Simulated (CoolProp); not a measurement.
The numbers come from the reference Helmholtz-energy equation of state, Lemmon 2003 in CoolProp. It is a pseudo-pure fit of the blend.

**Question.** For R507A, give the phase and the Z, Joule-Thomson coefficient (K/MPa), conductivity (mW/(m K)) at 17.45 °C and 6250 kPa; 162.45 °C and 6250 kPa; 178.55 °C and 6250 kPa.

**Answer.** 
- 17.45 °C and 6250 kPa: liquid; Z 0.227, Joule-Thomson coefficient -0.0140, conductivity 73.1
- 162.45 °C and 6250 kPa: supercritical; Z 0.740, Joule-Thomson coefficient 5.26, conductivity 31.2
- 178.55 °C and 6250 kPa: supercritical; Z 0.781, Joule-Thomson coefficient 4.67, conductivity 31.7

Thermal conductivity comes from a separate model (Geller 2001).
